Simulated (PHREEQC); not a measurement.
Consider water at 25 °C with 0.18 mol/kgw HF and 0.0096 mol/kgw (NH4)2SiF6. Closed to the air; pH follows from the charge balance.

All values are PHREEQC results (ion-association model, phreeqc.dat), not measurements.

This is a speciation only: nothing precipitates in the calculation.

Q: Order these F species by the share of F that they hold, largest first: HF2-, SiF6-2, F-, HF.

A: HF (67 %), SiF6-2 (24 %), HF2- (5.0 %), F- (4.1 %)

The pH is 1.87 and the ionic strength 0.0444 mol/kgw. SiF6-2 is the database's only silicon fluoride.
